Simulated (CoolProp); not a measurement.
The fluid at 293.15 K and 1.33 MPa is throttled through a valve to 0.462 MPa with no heat exchange. The same conditions are run with several fluids, on thermodynamics alone (safety and materials aside).

Model: reference Helmholtz-energy equation of state of each fluid (cyclopentane: Gedanitz 2015; cis-2-butene: Lemmon 2005; decamethyltetrasiloxane (MD2M): Thol 2017; isobutane: Bücker 2006; isobutene: Lemmon 2005), in CoolProp.

```csv
fluid,temperature change (K),final density (kg/m³)
cyclopentane,+0.4,745
cis-2-butene,+0.3,621
decamethyltetrasiloxane (MD2M),+0.4,854
isobutane,+0.2,557
isobutene,+0.2,595
```
